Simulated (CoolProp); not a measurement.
R227EA at several states: Z from the reference equation and from simpler models built on Tc = 101.8 °C, pc = 2.925 MPa, ω = 0.358; each cubic takes its own stable root.

Values from CoolProp's reference Helmholtz-energy equation of state, Lemmon 2016.

```csv
T (°C),p (MPa),phase,reference
-68.95,0.0644,liquid,0.003765
41.95,1.93,liquid,0.09453
-81.35,0.0109,liquid,0.0006642
-57.75,0.133,liquid,0.007520
```

### Question
How far does each simpler model (van der Waals, Redlich-Kwong, Soave-Redlich-Kwong, Peng-Robinson) lie from the reference over these 4 states: mean and median of the absolute difference, and the worst?

### Answer
- van der Waals: mean 47005.6 %, median 19133.5 %, worst +149689.2 % at -81.35 °C and 0.0109 MPa
- Redlich-Kwong: mean 15.0 %, median 13.6 %, worst +19.2 % at 41.95 °C and 1.93 MPa
- Soave-Redlich-Kwong: mean 9.9 %, median 9.5 %, worst +11.6 % at 41.95 °C and 1.93 MPa
- Peng-Robinson: mean 2.5 %, median 2.6 %, worst -3.2 % at -57.75 °C and 0.133 MPa

At some of these states van der Waals gives the other phase, because its saturation line lies elsewhere.
